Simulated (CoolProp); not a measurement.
Model: reference Helmholtz-energy equation of state, Setzmann 1991, in CoolProp.

Give the vapour pressure (bar), enthalpy of vaporisation (kJ/kg), vapour viscosity (µPa s), liquid conductivity (mW/(m K)) of saturated methane at -149.45, -116.55 °C.


```json
[
 {"T (°C)": "-149.45", "p (bar)": "2.47", "enthalpy of vaporisation (kJ/kg)": "487", "vapour viscosity (µPa s)": "4.73", "liquid conductivity (mW/(m K))": "167"},
 {"T (°C)": "-116.55", "p (bar)": "13.9", "enthalpy of vaporisation (kJ/kg)": "387", "vapour viscosity (µPa s)": "6.26", "liquid conductivity (mW/(m K))": "120"}
]
```

Viscosity comes from a separate model (Quiñones-Cisneros 2006). Thermal conductivity comes from a separate model (Friend 1989).
